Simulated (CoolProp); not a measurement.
Methanol at 298.15 K and 1.33 MPa flows at 13 m/s in a round tube of 4.6 mm bore and 1.5 µm roughness, fully developed (64/Re and Nu = 3.66 if laminar; Colebrook and Gnielinski if turbulent). Each further row changes one setting.

Computed with CoolProp (reference Helmholtz-energy equation of state, de Reuck 1993).

| case | Reynolds number | Darcy friction factor | pressure drop (Pa/m) | heat-transfer coefficient (W/(m² K)) | mass flow (kg/h) |
|---|---|---|---|---|---|
| as stated | 86000 | 0.0200 | 290000 | 24000 | 613 |
| velocity 26 m/s | 172000 | 0.0182 | 1050000 | 45200 | 1230 |
| diameter 9.2 mm | 172000 | 0.0172 | 125000 | 21800 | 2450 |

Viscosity comes from a separate model (Xiang 2006). Thermal conductivity comes from a separate model (Sykioti 2013).
